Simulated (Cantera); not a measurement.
Cantera run, input and output.

```python
import numpy as np
import cantera as ct

gas = ct.Solution("gri30.yaml", transport_model="multicomponent")
show = ['CH4', 'NH3', 'O']

rows = []
print(f"{'T/K':>7s}{'rho':>11s}{'cp':>10s}{'mu':>11s}{'lambda':>11s}{'Pr':>7s}" + "".join(f"{'D_' + s:>11s}" for s in show))
for T in [400, 500, 600, 700, 800, 900, 1000, 1100]:
    gas.TPX = T, 1000000, {'CO': 0.054}
    Pr = gas.cp_mass * gas.viscosity / gas.thermal_conductivity
    D = [gas.mix_diff_coeffs_mole[gas.species_index(s)] for s in show]
    rows.append([gas.density, gas.cp_mass, gas.viscosity, gas.thermal_conductivity, Pr, *D])
    print(f"{T:7g}{gas.density:11.4e}{gas.cp_mass:10.1f}{gas.viscosity:11.4e}"
          f"{gas.thermal_conductivity:11.4e}{Pr:7.3f}" + "".join(f"{d:11.4e}" for d in D))
print("SI units: kg/m3, J/kg/K, Pa s, W/m/K, m2/s")
```

Result:

```
    T/K        rho        cp         mu     lambda     Pr      D_CH4      D_NH3        D_O
    400 8.4221e+00    1048.7 2.1957e-05 3.1878e-02  0.722 3.7503e-06 3.8315e-06 5.3549e-06
    500 6.7377e+00    1064.3 2.5680e-05 3.7968e-02  0.720 5.5237e-06 5.7892e-06 7.8345e-06
    600 5.6147e+00    1085.9 2.9084e-05 4.3969e-02  0.718 7.5483e-06 8.0506e-06 1.0661e-05
    700 4.8126e+00    1111.5 3.2254e-05 4.9979e-02  0.717 9.8069e-06 1.0591e-05 1.3813e-05
    800 4.2110e+00    1138.7 3.5241e-05 5.5990e-02  0.717 1.2286e-05 1.3393e-05 1.7271e-05
    900 3.7431e+00    1164.1 3.8082e-05 6.1896e-02  0.716 1.4976e-05 1.6440e-05 2.1023e-05
   1000 3.3688e+00    1184.0 4.0802e-05 6.7494e-02  0.716 1.7868e-05 1.9720e-05 2.5055e-05
   1100 3.0626e+00    1202.7 4.3419e-05 7.3000e-02  0.715 2.0954e-05 2.3224e-05 2.9359e-05
SI units: kg/m3, J/kg/K, Pa s, W/m/K, m2/s
```

Model: GRI-Mech 3.0 (53 species, 325 reactions), integrated in Cantera.
